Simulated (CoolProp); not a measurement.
Vapour-liquid equilibrium of ammonia (1) + benzene (2) at 78.45 °C; x and y are mole fractions of (1).

The numbers come from the multi-fluid Helmholtz-energy mixture model, Gao 2020 and Thol 2012; pair parameters Bell 2016 in CoolProp.

Q: Give the bubble pressure and the first vapour's composition at x = 0.35, 0.5, 0.8. Is there an azeotrope?

A: x = 0.35: 20.15 bar, y = 0.947; x = 0.5: 24.53 bar, y = 0.958; x = 0.8: 31.99 bar, y = 0.975. No azeotrope shows between x = 0.05 and 0.95.

Pair parameters are fitted to limited data, so mixtures are less certain than the pure fluids. The gap from Raoult's law changes sign with composition, which may be real or a fault of the pair parameters; it wasn't checked against measurements. With so large a gap from Raoult's law the liquid may split in two, which this calculation doesn't test in full.
